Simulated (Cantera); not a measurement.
Feed: 1 mol PbO, 0.03 mol O2, 14 mol H2, held at 250 °C and 0.0133 bar.

Equilibrium computed with Cantera from the NASA thermochemical tables; the gas is ideal and each condensed phase is pure. Candidate condensed phases: H2O, Pb, PbO, PbO2, Pb3O4; 12 gas species. The numbers say what is thermodynamically allowed, not how fast it happens.

Base state: H2 0.924, H2O 0.0757 (mole fractions); condensed: Pb(s).

Question: What changes in the equilibrium state with this change: O2 from 0.03 to 0.41 mol?

Answer: 
```tsv
species	before	after
H2	0.924	0.870
H2O	0.0757	0.130
Pb(s), mol	1.00	1.00
```
